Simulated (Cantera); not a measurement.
Cantera run, input and output.

```python
import numpy as np
import cantera as ct

gas = ct.Solution("gri30.yaml")
gas.TPX = 1950, 101325, {'NO': 1, 'N2': 0.18}
reactor = ct.IdealGasConstPressureReactor(gas, energy="off", clone=False)
net = ct.ReactorNet([reactor])
net.rtol, net.atol = 1e-08, 1e-18
show = ['NO', 'N2O', 'O2', 'O', 'N2', 'NO2']
times = np.geomspace(6e-06, 50, 14)

steps = ct.SolutionArray(gas, extra=["t"])
rows = []
print(f"{'t/s':>10s}{'T/K':>9s}{'P/Pa':>11s}" + "".join(f"{s:>11s}" for s in show))
for t in times:
    while net.time < t:
        t_next = net.step()
        steps.append(gas.state, t=t_next)
    rows.append([np.interp(t, steps.t, y) for y in (steps.T, steps.P, *steps(*show).X.T)])
    print(f"{t:10.3e}{rows[-1][0]:9.1f}{rows[-1][1]:11.4g}" + "".join(f"{x:11.3e}" for x in rows[-1][2:]))
rate = np.gradient(steps.T, steps.t)
print("integrator steps:", len(steps.t))
if steps.T.max() > steps.T[0] + 200:
    print(f"time of steepest temperature rise: {steps.t[rate.argmax()]:.4e} s")
gas.TPX = 1950, 101325, {'NO': 1, 'N2': 0.18}
gas.equilibrate("TP")
print(f"equilibrium (TP): T = {gas.T:.1f} K  " + "  ".join(f"{s} {gas[s].X[0]:.3e}" for s in show))
```

Result:

```
       t/s      T/K       P/Pa         NO        N2O         O2          O         N2        NO2
 6.000e-06   1950.0  1.013e+05  8.475e-01  3.477e-06  9.268e-09  2.800e-06  1.525e-01  7.131e-07
 2.044e-05   1950.0  1.013e+05  8.474e-01  1.170e-05  8.561e-08  6.275e-06  1.525e-01  5.826e-06
 6.965e-05   1950.0  1.013e+05  8.474e-01  3.823e-05  7.533e-07  1.099e-05  1.525e-01  3.144e-05
 2.373e-04   1950.0  1.013e+05  8.471e-01  1.133e-04  1.028e-05  2.393e-05  1.526e-01  1.253e-04
 8.084e-04   1950.0  1.013e+05  8.464e-01  2.513e-04  1.816e-04  4.914e-05  1.528e-01  3.251e-04
 2.754e-03   1950.0  1.013e+05  8.439e-01  3.243e-04  1.326e-03  5.864e-05  1.540e-01  3.983e-04
 9.384e-03   1950.0  1.013e+05  8.356e-01  3.190e-04  5.445e-03  6.556e-05  1.581e-01  4.479e-04
 3.197e-02   1950.0  1.013e+05  8.079e-01  2.951e-04  1.918e-02  8.416e-05  1.720e-01  5.727e-04
 1.089e-01   1950.0  1.013e+05  7.220e-01  2.304e-04  6.198e-02  1.250e-04  2.149e-01  7.869e-04
 3.711e-01   1950.0  1.013e+05  5.099e-01  1.111e-04  1.679e-01  1.910e-04  3.210e-01  8.719e-04
 1.264e+00   1950.0  1.013e+05  2.090e-01  1.827e-05  3.187e-01  2.566e-04  4.716e-01  4.872e-04
 4.308e+00   1950.0  1.013e+05  4.071e-02  1.019e-06  4.031e-01  2.867e-04  5.558e-01  1.066e-04
 1.468e+01   1950.0  1.013e+05  9.887e-03  4.020e-07  4.186e-01  2.919e-04  5.712e-01  2.637e-05
 5.000e+01   1950.0  1.013e+05  8.044e-03  3.896e-07  4.195e-01  2.922e-04  5.722e-01  2.148e-05
integrator steps: 1379
equilibrium (TP): T = 1950.0 K  NO 8.043e-03  N2O 3.896e-07  O2 4.195e-01  O 2.922e-04  N2 5.722e-01  NO2 2.147e-05
```

Model: GRI-Mech 3.0 (53 species, 325 reactions), integrated in Cantera.
